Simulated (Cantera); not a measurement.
**Silicon etching in halogen gases: Si + HBr**

A closed system holds: 1 mol Si, 19 mol HBr, held at 13.3 mbar.

Method: chemical equilibrium by Gibbs-energy minimisation in Cantera with the NASA 1993 tables (ideal gas, pure condensed phases). Candidate condensed phases: Br₂, Si; 19 gas species. The tables' values for SiBr₃, SiBr are old estimates; treat these amounts as uncertain. Rates play no part.

| T (°C) | log p HBr | log p Br | log p H₂ | log p SiBr₄ | log p SiBr₂ | log p SiBr₃ |
|---|---|---|---|---|---|---|
| 702 | -1.95 | -6.16 | -2.83 | -3.13 | -7.97 | -6.79 |
| 802 | -1.95 | -5.40 | -2.83 | -3.13 | -6.58 | -5.93 |
| 902 | -1.95 | -4.77 | -2.83 | -3.14 | -5.44 | -5.23 |
| 1002 | -1.96 | -4.23 | -2.84 | -3.17 | -4.51 | -4.67 |
| 1102 | -1.96 | -3.76 | -2.86 | -3.28 | -3.83 | -4.30 |
| 1202 | -1.96 | -3.35 | -2.91 | -3.56 | -3.44 | -4.16 |
| 1302 | -1.98 | -3.03 | -2.90 | -4.05 | -3.27 | -4.24 |
| 1402 | -2.02 | -2.80 | -2.82 | -4.68 | -3.22 | -4.47 |
log p: log10 of the partial pressure in bar; nothing condenses.

From 702 °C to 1402 °C nothing is condensed. The main Si-bearing gas is SiBr₄ at 702 °C and SiBr₂ at 1402 °C.
